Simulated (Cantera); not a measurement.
# Stirred combustor or abatement burner

A perfectly stirred reactor is fed with H₂ : O₂ : N₂ = 1 : 0.562 : 2.25 (molar parts), at 80000 Pa; it is adiabatic with a 325 K inlet, and is followed from long to short residence time, starting on the burning branch (τ in s: 0.083, 0.04, 0.019, 0.0092, 0.0044, 0.0021, 0.001, 0.00049, 0.00024, 0.00011, 5.5e-05, 2.7e-05).

Computed with Cantera and the H2/O2 subset of GRI-Mech 3.0, which has no nitrogen chemistry.

```
τ (s)    T (K)     x H₂    x O₂     x OH       x H    x HO₂
-------  -----  -------  ------  -------  --------  -------
0.083     2241  0.00460  0.0191  0.00664  0.000704  1.98e-6
0.040     2232  0.00542  0.0193  0.00715  0.000909  2.12e-6
0.019     2214  0.00691  0.0198  0.00801   0.00134  2.41e-6
0.0092    2185  0.00926  0.0207  0.00918   0.00218  2.97e-6
0.0044    2140   0.0127  0.0220   0.0106   0.00376  3.97e-6
0.0021    2076   0.0170  0.0238   0.0119   0.00647  5.59e-6
0.0010    1992   0.0218  0.0262   0.0129    0.0108  8.00e-6
0.00049   1893   0.0266  0.0291   0.0132    0.0168  1.12e-5
0.00024   1776   0.0313  0.0324   0.0126    0.0249  1.53e-5
0.00011   1631   0.0365  0.0371   0.0110    0.0356  2.15e-5
5.5e-5    1488   0.0442  0.0434  0.00872    0.0449  3.01e-5
2.7e-5    1296   0.0735  0.0601  0.00536    0.0458  5.11e-5
```
x: mole fraction; the columns are a selection and need not sum to one.
